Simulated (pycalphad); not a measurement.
An equivalent pycalphad script:

```python
from pycalphad import Database, equilibrium, calculate, variables as v
import numpy as np
db = Database('COST507.tdb')
comps = ['CU', 'SI', 'VA']
phases = ['BCC_A2', 'CU19SI6_ETA', 'CU33SI7_DELTA', 'CU4SI_EPSILON', 'CU56SI11_GAMMA', 'DIAMOND_A4', 'FCC_A1', 'HCP_A3', 'LIQUID']
eq = equilibrium(db, comps, phases, {v.X('SI'): 0.571, v.T: np.arange(2350, 499, -40), v.P: 101325, v.N: 1}, output=['HM', 'SM'])
```

CALPHAD calculation (pycalphad, COST 507 light-alloy database (1999)), 1 atm. The database dates from 1999; later assessments differ in places, in temperatures and in the compounds included. Amounts are mole fractions of atoms. Kinetics are ignored, which matters at the lower temperatures.

Results at three of the temperatures:

```
T = 2030.00 K, P = 101325 Pa, N = 1 mol of atoms
G = -128599 J/mol, H = 73741 J/mol, S = 99.67 J/(mol K)  (SER reference)
chemical potentials (J/mol): Cu -147867, Si -114123
phase             fraction      x(Cu)      x(Si)
LIQUID              1.0000     0.4290     0.5710
```

```
T = 1310.00 K, P = 101325 Pa, N = 1 mol of atoms
G = -61449 J/mol, H = 42475 J/mol, S = 79.33 J/(mol K)  (SER reference)
chemical potentials (J/mol): Cu -81716, Si -46223
phase             fraction      x(Cu)      x(Si)
LIQUID              0.8052     0.5328     0.4672
DIAMOND_A4          0.1948       none     1.0000
```

```
T = 1270.00 K, P = 101325 Pa, N = 1 mol of atoms
G = -58339 J/mol, H = 38519 J/mol, S = 76.27 J/(mol K)  (SER reference)
chemical potentials (J/mol): Cu -77351, Si -44055
phase             fraction      x(Cu)      x(Si)
LIQUID              0.7515     0.5708     0.4292
DIAMOND_A4          0.2485       none     1.0000
```

Changes of the phase set, refined by bisection:

| T (K) | phases above | phases below |
|---|---|---|
| 1398.9 | LIQUID | DIAMOND_A4 + LIQUID |
| 1073.6 | DIAMOND_A4 + LIQUID | CU19SI6_ETA + DIAMOND_A4 |

Database names, with the compositions (at.%) that they take in these runs: CU19SI6_ETA: Cu 76 Si 24. DIAMOND_A4 is diamond (Si). An entry "none" or "no" means that the model of the phase leaves that element out. The hcp model here describes the intermediate κ phase of Cu-Si.
